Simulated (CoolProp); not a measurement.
Computed with CoolProp (reference Helmholtz-energy equation of state, Lemmon 2003). It is a pseudo-pure fit of the blend.

For R507A, give the phase and the conductivity (mW/(m K)), Prandtl number at 31.15 °C and 1.01 bar; 96.35 °C and 1.01 bar; 226.85 °C and 1.01 bar.


- 31.15 °C and 1.01 bar: gas; conductivity 13.9, Prandtl number 0.788
- 96.35 °C and 1.01 bar: gas; conductivity 18.7, Prandtl number 0.795
- 226.85 °C and 1.01 bar: gas; conductivity 28.3, Prandtl number 0.814

Viscosity comes from a separate model (Geller 2000). Thermal conductivity comes from a separate model (Geller 2001).
